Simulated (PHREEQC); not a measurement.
4.2 g of hydrous ferric oxide (600 m²/g; 0.2 weak and 0.005 strong sites per Fe, Dzombak-Morel constants, diffuse double layer) in 1 kg of water with 0.01 mol/kgw of an inert sodium salt and 0.0014 mol MgCl2, at 25 °C; the pH is set by adding NaOH or the inert anion's acid. O2 is buffered at 0.21 atm. The system is closed to CO2. Nothing may precipitate in this run.

The series has 17 steps of pH, from 4 to 10.

Equilibrium calculation in PHREEQC: ion-association model, wateq4f.dat.

Problem. Near which pH is half of the Mg sorbed, and on which side is more sorbed?

Solution. Near pH 7.6, with more sorbed at higher pH.

Problem. At which pH does the surface charge pass through zero?

Solution. Near pH 8.4.
